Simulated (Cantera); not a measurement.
Input: 1 mol Si, 0.21 mol CO2, 250 mol N2, equilibrated at 1975 K and 0.000140 bar.

Method: chemical equilibrium by Gibbs-energy minimisation in Cantera with the NASA 1993 tables (ideal gas, pure condensed phases). Candidate condensed phases: C, Si, SiC, SiO2, Si2N2O, Si3N4; 34 gas species. The tables' values for SiN are old estimates; treat these amounts as uncertain. The numbers say what is thermodynamically allowed, not how fast it happens.

Task: What is the equilibrium state?

Result: 
- x(N2): 0.995
- x(Si): 0.00313
- x(SiO): 0.000836
- x(CO): 0.000836
- x(SiN): 1.02e-5
- gas amount: 251.2 mol
- log10 activity of Si(l) (absent): -1.87
- log10 activity of C(graphite) (absent): -2.62
